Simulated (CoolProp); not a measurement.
Vapour-liquid equilibrium of cyclohexane (1) + ethylbenzene (2) at 324.1 K; x and y are mole fractions of (1).

The numbers come from the multi-fluid Helmholtz-energy mixture model, Zhou 2014 and Zhou 2012; pair parameters Bell 2016 in CoolProp.

```tsv
x	bubble pressure (MPa)	y at the bubble point	dew pressure at overall composition x (MPa)	liquid density (mol/L)
0.05	0.007025	___	0.005140	7.954
0.2	0.01313	0.697	0.005986	8.091
0.35	0.01862	___	0.007165	___
0.5	0.02345	0.887	0.008920	___
0.65	___	0.928	0.01180	8.523
0.8	0.03187	0.960	0.01734	___
0.95	0.03608	0.990	___	8.843
```

Problem. Some entries are withheld; supply them.

Solution. 
- 0.05, y at the bubble point: 0.335
- 0.35, y at the bubble point: 0.822
- 0.35, liquid density (mol/L): 8.231
- 0.5, liquid density (mol/L): 8.375
- 0.65, bubble pressure (MPa): 0.02777
- 0.8, liquid density (mol/L): 8.679
- 0.95, dew pressure at overall composition x (MPa): 0.03050

No azeotrope shows between x = 0.05 and 0.95.

Pair parameters are fitted to limited data, so mixtures are less certain than the pure fluids.
